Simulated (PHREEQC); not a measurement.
## Brine: speciation

A solution holds 0.63 mol/kgw KCl, at 85 °C. Closed to the air; pH follows from the charge balance.

Computed with PHREEQC (Pitzer model, pitzer.dat).

```json
{
 "ionic_strength": "0.630 mol/kgw",
 "activity_of_water": "0.980",
 "specific_conductance": "166000 µS/cm",
 "density": "0.996 g/cm³",
 "osmotic_coefficient": "0.898"
}
```

| species | molality | activity | log γ |
|---|---|---|---|
| Cl- | 0.630 | 0.387 | -0.211 |
| K+ | 0.630 | 0.387 | -0.211 |
| OH- | 8.42e-7 | 5.34e-7 | -0.198 |
| H+ | 8.42e-7 | 5.88e-7 | -0.156 |

Precipitation was switched off in this run. Constants without temperature data keep their 25 °C values here.
